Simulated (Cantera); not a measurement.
A closed system holds: 1 mol Fe3O4, 2.3 mol HCl, a varied amount of O2, held at 1475 K and 1.00 bar.

These are equilibrium values from Cantera (NASA tables, ideal gas, pure condensed phases), not measurements of a reactor. Candidate condensed phases: Fe, FeCl2, FeCl3, FeO, Fe(OH)2, Fe(OH)3, Fe2O3, Fe3O4, H2O; 22 gas species. Mutual solubility and eutectic melting of coexisting phases are not modelled. Rates play no part.

log p: log10 of the partial pressure in bar; n: condensed amount in mol.

| n(O2) (mol) | log p HCl | log p O2 | log p H2O | log p FeCl2 | log p Cl2 | log p FeCl3 | log p Cl | n Fe2O3(s) | n Fe3O4(s) |
|---|---|---|---|---|---|---|---|---|---|
| 0.059 | -0.15 | -2.55 | -0.81 | -1.00 | -2.24 | -1.52 | -2.43 | 0.460 | 0.593 |
| 0.088 | -0.15 | -2.55 | -0.81 | -1.00 | -2.24 | -1.52 | -2.43 | 0.634 | 0.477 |
| 0.13 | -0.15 | -2.55 | -0.81 | -1.00 | -2.24 | -1.52 | -2.43 | 0.886 | 0.309 |
| 0.19 | -0.15 | -2.55 | -0.81 | -1.00 | -2.24 | -1.52 | -2.43 | 1.25 | 0.0692 |
| 0.28 | -0.15 | … | -0.85 | … | … | -1.45 | … | 1.38 | 0 |
| 0.42 | -0.17 | -1.19 | -0.87 | -1.31 | -1.53 | -1.48 | -2.07 | 1.40 | 0 |
| 0.61 | -0.20 | -0.90 | -0.90 | -1.41 | -1.42 | -1.53 | -2.02 | 1.41 | 0 |
| 0.91 | -0.25 | -0.67 | -0.94 | -1.53 | -1.36 | -1.61 | -1.99 | 1.42 | 0 |
| 1.3 | -0.30 | … | … | … | -1.35 | … | -1.98 | 1.43 | 0 |
| 2 | -0.39 | -0.37 | -1.07 | -1.76 | -1.37 | -1.85 | -1.99 | 1.44 | 0 |

Task: What belongs in the gaps?

Result: 
- 1.3, log p O2: -0.52
- 1.3, log p H2O: -0.99
- 1.3, log p FeCl2: -1.63
- 1.3, log p FeCl3: -1.71
- 0.28, log p O2: -1.70
- 0.28, log p FeCl2: -1.16
- 0.28, log p Cl2: -1.77
- 0.28, log p Cl: -2.19
